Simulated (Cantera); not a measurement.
A Cantera script and its output.

```python
import numpy as np
import cantera as ct

gas = ct.Solution("h2o2.yaml")
gas.TPX = 900, 11000, {'H2': 0.62, 'O2': 1, 'N2': 5.6}
reactor = ct.IdealGasConstPressureReactor(gas, energy="off", clone=False)
net = ct.ReactorNet([reactor])
net.rtol, net.atol = 1e-08, 1e-18
show = ['H2', 'O2', 'HO2', 'H', 'OH', 'H2O', 'O']
times = np.geomspace(8e-05, 200, 11)

steps = ct.SolutionArray(gas, extra=["t"])
rows = []
print(f"{'t/s':>10s}{'T/K':>9s}{'P/Pa':>11s}" + "".join(f"{s:>11s}" for s in show))
for t in times:
    while net.time < t:
        t_next = net.step()
        steps.append(gas.state, t=t_next)
    rows.append([np.interp(t, steps.t, y) for y in (steps.T, steps.P, *steps(*show).X.T)])
    print(f"{t:10.3e}{rows[-1][0]:9.1f}{rows[-1][1]:11.4g}" + "".join(f"{x:11.3e}" for x in rows[-1][2:]))
rate = np.gradient(steps.T, steps.t)
print("integrator steps:", len(steps.t))
if steps.T.max() > steps.T[0] + 200:
    print(f"time of steepest temperature rise: {steps.t[rate.argmax()]:.4e} s")
gas.TPX = 900, 11000, {'H2': 0.62, 'O2': 1, 'N2': 5.6}
gas.equilibrate("TP")
print(f"equilibrium (TP): T = {gas.T:.1f} K  " + "  ".join(f"{s} {gas[s].X[0]:.3e}" for s in show))
```

Result:

```
       t/s      T/K       P/Pa         H2         O2        HO2          H         OH        H2O          O
 8.000e-05    900.0    1.1e+04  8.587e-02  1.385e-01  3.872e-12  3.571e-12  1.532e-13  5.911e-13  4.116e-13
 3.490e-04    900.0    1.1e+04  8.587e-02  1.385e-01  2.210e-11  2.700e-11  1.552e-12  2.297e-11  5.571e-12
 1.523e-03    900.0    1.1e+04  8.587e-02  1.385e-01  2.150e-09  5.300e-09  3.191e-10  8.499e-09  1.188e-09
 6.645e-03    900.0    1.1e+04  1.056e-02  1.045e-01  1.616e-05  3.181e-03  6.277e-04  7.651e-02  8.485e-04
 2.899e-02    900.0    1.1e+04  9.816e-04  1.003e-01  7.281e-06  7.466e-06  2.345e-05  8.868e-02  2.621e-05
 1.265e-01    900.0    1.1e+04  2.270e-04  9.995e-02  2.941e-06  4.334e-07  6.243e-06  8.948e-02  3.788e-06
 5.519e-01    900.0    1.1e+04  3.222e-05  9.987e-02  6.479e-07  2.129e-08  2.266e-06  8.969e-02  3.781e-07
 2.408e+00    900.0    1.1e+04  1.153e-06  9.986e-02  2.976e-08  3.198e-10  9.095e-07  8.972e-02  1.804e-08
 1.051e+01    900.0    1.1e+04  6.888e-09  9.986e-02  7.186e-10  2.283e-12  3.161e-07  8.972e-02  1.578e-09
 4.584e+01    900.0    1.1e+04  9.935e-11  9.986e-02  1.130e-10  1.329e-13  1.328e-07  8.972e-02  2.794e-10
 2.000e+02    900.0    1.1e+04  1.925e-11  9.986e-02  3.713e-11  1.308e-14  6.104e-08  8.973e-02  5.934e-11
integrator steps: 1923
equilibrium (TP): T = 900.0 K  H2 2.756e-12  O2 9.986e-02  HO2 4.921e-11  H 5.890e-16  OH 1.797e-08  H2O 8.973e-02  O 5.164e-12
```

Cantera simulation using the H2/O2 subset of GRI-Mech 3.0, which has no nitrogen chemistry; the numbers are that mechanism's predictions, not measurements. Radical loss at walls, strong at low pressure, is not modelled. Below about 950 K walls govern HO2 and H2O2 in real vessels. The temperature is held fixed by assumption; the heat of reaction is taken as removed at once.
